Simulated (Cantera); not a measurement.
Standard-state values (1 bar) from the NASA 1993 polynomials, evaluated with Cantera. Values are per mole of reaction as written; species without (g) are pure solids or liquids, kept so even where they would boil at 1 bar. TaC: taken at fixed stoichiometry.

Between 2525 and 2875 K, where is each reaction favourable under standard conditions?
- 5 TaC + 6 H₂O₂(g) → 5 TaO₂(g) + 2 C₂H₅OH(g) + C


- 5 TaC + 6 H₂O₂(g) → 5 TaO₂(g) + 2 C₂H₅OH(g) + C: ΔG° is -626 kJ at 2525 K and -701 kJ at 2875 K; it stays negative (K > 1). ΔH° is -104 kJ and ΔS° 208 J/K at 2875 K.
